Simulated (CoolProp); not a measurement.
R115 along the isobar 9.52 MPa: density (kg/m³) from the reference equation and from simpler models built on Tc = 80.0 °C, pc = 3.129 MPa, ω = 0.248; each cubic takes its own stable root.

Model: reference Helmholtz-energy equation of state, Lemmon 2016, in CoolProp.

| T (°C) | phase | reference |
|---|---|---|
| -66.15 | liquid | 1662 |
| -59.75 | liquid | 1643 |
| -53.45 | liquid | 1624 |
| -47.05 | liquid | 1604 |
| -40.65 | liquid | 1584 |
| -34.35 | liquid | 1565 |
| -27.95 | liquid | 1545 |
| -21.55 | liquid | 1524 |
| -15.25 | liquid | 1504 |
| -8.85 | liquid | 1483 |

### Question
How far does each simpler model (van der Waals, Redlich-Kwong) lie from the reference over these 10 states: mean and median of the absolute difference, and the worst?

### Answer
- van der Waals: mean 34.1 %, median 34.1 %, worst -35.1 % at -66.15 °C and 9.52 MPa
- Redlich-Kwong: mean 6.4 %, median 6.4 %, worst -6.5 % at -8.85 °C and 9.52 MPa
